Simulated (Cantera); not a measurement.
Charge: 1 mol Cu2O, 1.8 mol CO, 0.47 mol N2, held at 2248.15 K and 100 Torr.

Cantera equilibrium calculation (NASA polynomials, part measured and part estimated; ideal gas, pure solids and liquids). Candidate condensed phases: C, Cu, CuO, Cu2O; 27 gas species. The numbers say what is thermodynamically allowed, not how fast it happens.

**Question.** What is the equilibrium state?

**Answer.** 
```json
{
 "x(CO2)": "0.327",
 "x(CO)": "0.266",
 "x(Cu)": "0.249",
 "x(N2)": "0.155",
 "x(Cu2)": "0.00216",
 "x(O2)": "0.000787",
 "x(NO)": "0.000381",
 "x(O)": "0.000280",
 "x(CuO)": "0.000220",
 "n(Cu(l))": "1.23 mol",
 "gas_amount": "3.038 mol",
 "log10 activity of C(graphite) (absent)": "-6.59"
}
```
